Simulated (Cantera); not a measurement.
Input: 1 mol Ta, a varied amount of CO2, held at 2275 K and 1330 Pa.

Method: chemical equilibrium by Gibbs-energy minimisation in Cantera with the NASA 1993 tables (ideal gas, pure condensed phases). Candidate condensed phases: C, Ta, TaC, Ta2O5; 15 gas species. Mutual solubility and eutectic melting of coexisting phases are not modelled. Condensed phases not in the tables: Ta2C, N, O or C dissolved in the metal. Kinetics and transport are ignored.

x: gas mole fraction; n: condensed amount in mol.

```
n(CO2) (mol)   x CO     x CO2      x O2       x O    x TaO2     x TaO     x Ta  n Ta(s)  n Ta2O5(l)
------------  -----  --------  --------  --------  --------  --------  -------  -------  ----------
0.82          0.994  0.000817   4.98e-9   2.62e-6   0.00390  0.000848  1.90e-9    0.671  (withheld)
1.1           0.994  0.000817   4.98e-9   2.62e-6   0.00390  0.000848  1.90e-9    0.559  (withheld)
1.5           0.994  0.000817   4.98e-9   2.62e-6   0.00390  0.000848  1.90e-9    0.399  (withheld)
2.1           0.994  0.000817   4.98e-9   2.62e-6   0.00390  0.000848  1.90e-9    0.158  (withheld)
2.8           0.893     0.107  0.000105  0.000381  0.000323   4.84e-7   <1e-12        0       0.500
3.8           0.661     0.336   0.00190   0.00162  0.000157   5.52e-8   <1e-12        0       0.500
5.1           0.502     0.488   0.00696   0.00310  0.000113   2.09e-8   <1e-12        0       0.500
7             0.388     0.590    0.0170   0.00485   9.06e-5   1.07e-8   <1e-12        0       0.500
```

### Question
Fill in the missing entries.

### Answer

- 0.82, n Ta2O5(l): 0.162
- 1.1, n Ta2O5(l): 0.218
- 1.5, n Ta2O5(l): 0.297
- 2.1, n Ta2O5(l): 0.416
